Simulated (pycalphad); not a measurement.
## Effect of Si content in Mg-Al-Si

Source of the numbers: pycalphad with the COST 507 light-alloy database (1999); pressure 1 atm. The data set is of 1999 and partly superseded. Amounts are mole fractions of atoms.

| alloy | liquidus (°C) | first solid | solidus (°C) | phases at 417 °C |
|---|---|---|---|---|
| Mg-0.69Al-0.57Si (at.%) | 641 | hcp | 626 | hcp 0.98, MG2SI 0.02 |
| Mg-0.69Al-1.71Si (at.%) | 663 | MG2SI | 625 | hcp 0.95, MG2SI 0.05 |
| Mg-0.69Al-2.28Si (at.%) | 692 | MG2SI | 625 | hcp 0.93, MG2SI 0.07 |
| Mg-0.69Al-3.42Si (at.%) | 737 | MG2SI | 624 | hcp 0.90, MG2SI 0.10 |
| Mg-0.69Al-4.56Si (at.%) | [?] | MG2SI | 624 | [?] |
| Mg-0.69Al-9.12Si (at.%) | 873 | MG2SI | 621 | hcp 0.73, MG2SI 0.27 |

Question: Fill in the missing entries.

Answer: 
- Mg-0.69Al-4.56Si (at.%), liquidus (°C): 773
- Mg-0.69Al-4.56Si (at.%), phases at 417 °C: hcp 0.86, MG2SI 0.14

Database names, with the compositions (at.%) that they take in these runs: MG2SI: Mg 67 Si 33.
